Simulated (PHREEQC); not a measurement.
Solution (25 °C): 0.0086 mol/kgw Na2CO3. Closed to the air; pH follows from the charge balance.

Model: Pitzer model, pitzer.dat, run in PHREEQC.

```json
{
  "pH": "10.96",
  "ionic_strength": "0.0247 mol/kgw",
  "specific_conductance": "1880 µS/cm",
  "osmotic_coefficient": "0.916",
  "total_alkalinity": "17.2 meq/kg"
}
```

| species | molality | activity | log γ |
|---|---|---|---|
| Na+ | 0.0172 | 0.0147 | -0.068 |
| CO3-2 | 0.00753 | 0.00413 | -0.261 |
| OH- | 0.00107 | 0.000919 | -0.066 |
| HCO3- | 0.00107 | 0.000993 | -0.033 |
| CO2 | 2.39e-8 | 2.40e-8 | 0.001 |

Precipitation was switched off in this run. Complexes and solids missing from the database can't appear.
